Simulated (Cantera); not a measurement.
A freely propagating, adiabatic, planar premixed flame of CH₄ : O₂ : N₂ = 1 : 1.82 : 6.84 (molar parts), equivalence ratio 1.1, unburnt at 548 K and 105 Torr; multicomponent transport, grid criteria slope 0.08 and curve 0.16, no radiation.

Computed with Cantera and GRI-Mech 3.0 (53 species, 325 reactions). Burning velocities carry a grid error of a few per cent, more on coarse grids.

Problem. Predict: laminar burning velocity; thermal thickness; peak x(H₂); peak x(CH₂); peak x(HCN).

Solution. 
```json
{
 "laminar_burning_velocity": "155 cm/s",
 "thermal_thickness": "1.94 mm",
 "peak x(H₂)": "0.0365",
 "peak x(CH₂)": "8.26e-5",
 "peak x(HCN)": "6.06e-6"
}
```
